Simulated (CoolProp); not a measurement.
A Linde-Hampson liquefier for dry air: isothermal reversible compression at 280 K from 1 atm to 15 MPa, throttling to 1 atm, return gas leaving the recuperator 0 K below the feed. Each further row changes one setting.

Values from CoolProp's reference Helmholtz-energy equation of state, Lemmon 2000. It is a pseudo-pure fit of the blend.

```
case                        liquid yield per pass  compression work (kJ/kg of gas)
--------------------------  ---------------------  -------------------------------
as stated                                   0.081                              398
high pressure 30 MPa                        0.121                              455
warm-end temperature 310 K                  0.060                              444
warm-end gap 5 K                            0.070                              398
```
